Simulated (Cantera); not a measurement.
A perfectly stirred reactor is fed with CH₄ : H₂O : H₂ = 1 : 0.58 : 0.36 (molar parts), at 13300 Pa; it is held at 1450 K, and followed from long to short residence time.

Cantera simulation using GRI-Mech 3.0 (53 species, 325 reactions); the numbers are that mechanism's predictions, not measurements. GRI-Mech 3.0 stops at C3 and has no aromatics, soot or wall deposition, so with more carbon than oxygen in the feed, carbon stays in small species such as C2H2 where larger ones or solid carbon would form.

Predict: x(CH₄) at τ = 0.610 s; x(H₂O) at τ = 0.610 s; x(H₂) at τ = 0.610 s; x(C₂H₂) at τ = 0.610 s; x(CH₄) at τ = 52.0 ms; x(H₂O) at τ = 52.0 ms; x(H₂) at τ = 52.0 ms; x(C₂H₂) at τ = 52.0 ms.


```
Quantity                  Result
----------------------  --------
x(CH₄) at τ = 0.610 s      0.456
x(H₂O) at τ = 0.610 s      0.288
x(H₂) at τ = 0.610 s       0.236
x(C₂H₂) at τ = 0.610 s    0.0171
x(CH₄) at τ = 52.0 ms      0.510
x(H₂O) at τ = 52.0 ms      0.298
x(H₂) at τ = 52.0 ms       0.189
x(C₂H₂) at τ = 52.0 ms  0.000548
```
